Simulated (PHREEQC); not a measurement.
Copper plating or etch bath: speciation

Consider water at 25 °C with 0.011 mol CuCl2 and 0.15 mol FeCl3 per kg of water. Closed to the air; pH follows from the charge balance.

Model: ion-association model, phreeqc.dat, run in PHREEQC.

Precipitation was switched off in this run.

### Question
What pH does the model give?

### Answer
pH 1.87.

### Question
In which forms is Fe present?

### Answer
FeCl+2 53 %, Fe+3 19 %, FeCl2+ 16 %, Fe2(OH)2+4 6.7 %, FeOH+2 3.8 %, Fe3(OH)4+5 0.9 % of the Fe.

Examples of supersaturated solids here: Hematite (slow to form), Goethite (slow to form). Others may be too.
